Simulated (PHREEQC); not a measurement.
Buffer: an equilibrium model

Make-up at 20 °C: 0.005 mol H3PO4, 0.00083 mol NaOH and 0.019 mol KCl per kg of water. Closed to the air; pH follows from the charge balance.

All values are PHREEQC results (ion-association model, phreeqc.dat), not measurements.

This is a speciation only: nothing precipitates in the calculation.

Question: Estimate the pH, specific conductance, ionic strength.

Answer: pH 2.58; specific conductance 3250 µS/cm; ionic strength 0.0228 mol/kgw.

Question: In which forms is P present?

Answer: H2PO4- 76 %, H3PO4 24 % of the P.
